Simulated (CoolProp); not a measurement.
Computed with CoolProp (reference Helmholtz-energy equation of state, Lemmon 2003). It is a pseudo-pure fit of the blend.

For R507A, give the phase and the density (kg/m³), cp (kJ/(kg K)), cv (kJ/(kg K)), Prandtl number at 313 K and 639 kPa; 321.8 K and 639 kPa; 366 K and 639 kPa.


- 313 K and 639 kPa: gas; density 26.8, cp 0.968, cv 0.834, Prandtl number 0.825
- 321.8 K and 639 kPa: gas; density 25.8, cp 0.972, cv 0.845, Prandtl number 0.818
- 366 K and 639 kPa: gas; density 21.9, cp 1.01, cv 0.905, Prandtl number 0.804

Viscosity comes from a separate model (Geller 2000). Thermal conductivity comes from a separate model (Geller 2001).
